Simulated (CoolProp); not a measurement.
Acetone along the isotherm 33.15 °C: density (kg/m³) from the reference equation and from simpler models built on Tc = 235.0 °C, pc = 4.692 MPa, ω = 0.307; each cubic takes its own stable root.

Values from CoolProp's reference Helmholtz-energy equation of state, Lemmon 2006. It is a short technical equation, of lower accuracy than the large ones.

```
p (MPa)   phase  reference
-------  ------  ---------
0.0223      gas     0.5167
0.0327      gas     0.7636
0.048    liquid      775.5
0.0704   liquid      775.5
0.103    liquid      775.5
0.152    liquid      775.6
0.223    liquid      775.7
0.327    liquid      775.8
0.48     liquid      775.9
0.704    liquid      776.2
1.03     liquid      776.5
1.52     liquid      777.1
2.23     liquid      777.8
3.27     liquid      778.9
4.8      liquid      780.5
7.04     liquid      782.7
```

Q: How far does each simpler model (van der Waals, Redlich-Kwong, Soave-Redlich-Kwong, Peng-Robinson) lie from the reference over these 16 states: mean and median of the absolute difference, and the worst?

A: 
- van der Waals: mean 61.7 %, median 48.8 %, worst -99.9 % at 33.15 °C and 0.048 MPa
- Redlich-Kwong: mean 31.0 %, median 24.6 %, worst -99.9 % at 33.15 °C and 0.048 MPa
- Soave-Redlich-Kwong: mean 19.1 %, median 21.7 %, worst -21.8 % at 33.15 °C and 0.048 MPa
- Peng-Robinson: mean 10.4 %, median 11.7 %, worst -11.7 % at 33.15 °C and 0.048 MPa

At some of these states van der Waals, Redlich-Kwong gives the other phase, because its saturation line lies elsewhere.
